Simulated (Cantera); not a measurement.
Input: 1 mol SiH4, 0.017 mol CH4, 3.1 mol H2, held at 0.770 bar.

These are equilibrium values from Cantera (NASA tables, ideal gas, pure condensed phases), not measurements of a reactor. Candidate condensed phases: C, C6H6, C7H8, C8H18, Si, SiC; 87 gas species. Mutual solubility and eutectic melting of coexisting phases are not modelled. Gases not in the tables: Si2H6 and higher silanes. Kinetics and transport are ignored.

x: gas mole fraction; n: condensed amount in mol.

```
T (K)   x H2      x H      x Si     x SiH    x SiH2    x Si2C  x C2H2 (acetylene)  n Si(l)  n SiC(s)
-----  -----  -------  --------  --------  --------  --------  ------------------  -------  --------
2175   0.994  0.00555  0.000375  0.000152  0.000263   2.02e-5             2.19e-5    0.979    0.0165
2200   0.993  0.00639  0.000479  0.000185  0.000296   2.81e-5             2.93e-5    0.978    0.0164
2225   0.991  0.00735  0.000609  0.000224  0.000332   3.89e-5             3.89e-5    0.977    0.0163
2250   0.990  0.00842  0.000769  0.000270  0.000371   5.33e-5             5.14e-5    0.976    0.0160
2275   0.988  0.00962  0.000967  0.000324  0.000414   7.27e-5             6.74e-5    0.974    0.0158
2300   0.987   0.0110   0.00121  0.000387  0.000460   9.83e-5             8.79e-5    0.973    0.0154
2325   0.985   0.0124   0.00151  0.000461  0.000511  0.000132            0.000114    0.970    0.0149
2350   0.983   0.0141   0.00187  0.000546  0.000565  0.000177            0.000147    0.968    0.0143
2375   0.980   0.0159   0.00230  0.000645  0.000623  0.000234            0.000188    0.965    0.0135
2400   0.977   0.0179   0.00283  0.000759  0.000686  0.000309            0.000240    0.961    0.0125
2425   0.974   0.0201   0.00346  0.000889  0.000754  0.000405            0.000303    0.957         ?
2450   0.970   0.0226   0.00421   0.00104  0.000826  0.000528            0.000382    0.952         ?
2475   0.966   0.0252   0.00510   0.00121  0.000902  0.000684            0.000479    0.945         ?
```

Task: Fill in the missing entries.

Result: 
- 2425, n SiC(s): 0.0112
- 2450, n SiC(s): 0.00961
- 2475, n SiC(s): 0.00753
